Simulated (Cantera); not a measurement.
Feed: 1 mol Si3H8, 0.95 mol Cl2, 13 mol N2.

These are equilibrium values from Cantera (NASA tables, ideal gas, pure condensed phases), not measurements of a reactor. Candidate condensed phases: NH4Cl, Si, Si3N4; 28 gas species. The feed counts by its element totals alone. N2 is the only nitrogen source here; it is nearly inert below about 1500 K, so the nitride shown seldom forms there in practice. The tables' values for SiCl3 are old estimates. Kinetics and transport are ignored.

Stable condensed phases, one row left out:

```
T in K \ P in Pa
            100    210    460    980   2100   4500   9600  20000  44000  94000 200000
   1725       A      A      B      B      B      B      B      B      B      B      B
   1625       B      B      B      B      B      B      B      B      B      B      B
   1575       B      B      B      B      B      B      B      B      B      B      B
   1525       B      B      B      B      B      B      B      B      B      B      B
   1475       B      B      B      B      B      B      B      B      B      B      B
   1425       B      B      B      B      B      B      B      B      B      B      B
   1375       B      B      B      B      B      B      B      B      B      B      B
   1325       B      B      B      B      B      B      B      B      B      B      B
   1275       B      B      B      B      B      B      B      B      B      B      B
   1225       B      B      B      B      B      B      B      B      B      B      B
```

A: Si; B: Si3N4.

Q: Give the row for 1675 K.

A: 100: Si; 210: Si3N4; 460: Si3N4; 980: Si3N4; 2100: Si3N4; 4500: Si3N4; 9600: Si3N4; 20000: Si3N4; 44000: Si3N4; 94000: Si3N4; 200000: Si3N4.
